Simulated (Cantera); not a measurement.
Feed: 1 mol SiC, 0.0012 mol H2O, 54 mol H2, held at 0.0518 Torr.

These are equilibrium values from Cantera (NASA tables, ideal gas, pure condensed phases), not measurements of a reactor. Candidate condensed phases: C, C6H6, C7H8, C8H18, H2O, Si, SiC, SiO2; 123 gas species. Kinetics and transport are ignored.

Which condensed phases are stable at each of these points (T (K)): 1523, 1623, 1723, 1823, 1923, 2023, 2123?


| T (K) | condensed phases | Si condensed (%) |
|---|---|---|
| 1523 | SiC(s) | 99.9 |
| 1623 | SiC(s) | 99.8 |
| 1723 | C(graphite) + SiC(s) | 98.7 |
| 1823 | C(graphite) + SiC(s) | 90.0 |
| 1923 | C(graphite) + SiC(s) | 37.9 |
| 2023 | C(graphite) | 0.0 |
| 2123 | C(graphite) | 0.0 |

From 1523 K to 1623 K the condensed part is SiC(s). From 1723 K to 1923 K the condensed part is C(graphite) + SiC(s). From 2023 K to 2123 K the condensed part is C(graphite).
